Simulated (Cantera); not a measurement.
Input: 1 mol BaF₂, 0.079 mol HF, 4.2 mol N₂, held at 0.0100 bar.

Method: chemical equilibrium by Gibbs-energy minimisation in Cantera with the NASA 1993 tables (ideal gas, pure condensed phases). Candidate condensed phases: Ba, BaF₂; 24 gas species. Equilibrium is a limit: real reactors are often held back by kinetics, nucleation or transport.

Question: At 1025 °C, list the 3 most abundant gas species with their mole fractions, and the condensed phases.

Answer: N₂ 0.982, HF 0.0185, BaF₂ 3.38e-5. Condensed: BaF₂(s).
